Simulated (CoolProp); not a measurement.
C3F8 (R218) along the isotherm 297.8 K: density (kg/m³) from the reference equation and from simpler models built on Tc = 345.0 K, pc = 2640 kPa, ω = 0.317; each cubic takes its own stable root.

Model: reference Helmholtz-energy equation of state, Lemmon 2006, in CoolProp. It is a short technical equation, of lower accuracy than the large ones.

```json
[
 {"p (kPa)": "110", "phase": "gas", "reference": "8.552"},
 {"p (kPa)": "220", "phase": "gas", "reference": "17.55"},
 {"p (kPa)": "330", "phase": "gas", "reference": "27.06"},
 {"p (kPa)": "440", "phase": "gas", "reference": "37.19"},
 {"p (kPa)": "550", "phase": "gas", "reference": "48.08"},
 {"p (kPa)": "660", "phase": "gas", "reference": "59.92"},
 {"p (kPa)": "770", "phase": "gas", "reference": "73.00"},
 {"p (kPa)": "880", "phase": "liquid", "reference": "1326"},
 {"p (kPa)": "990", "phase": "liquid", "reference": "1328"},
 {"p (kPa)": "1100", "phase": "liquid", "reference": "1330"},
 {"p (kPa)": "1210", "phase": "liquid", "reference": "1332"},
 {"p (kPa)": "1320", "phase": "liquid", "reference": "1333"}
]
```

**Question.** How far does each simpler model (Redlich-Kwong, Soave-Redlich-Kwong) lie from the reference over these 12 states: mean and median of the absolute difference, and the worst?

**Answer.** 
- Redlich-Kwong: mean 20.0 %, median 2.6 %, worst -93.7 % at 297.8 K and 880 kPa
- Soave-Redlich-Kwong: mean 4.1 %, median 0.9 %, worst -9.6 % at 297.8 K and 880 kPa

At some of these states Redlich-Kwong gives the other phase, because its saturation line lies elsewhere.
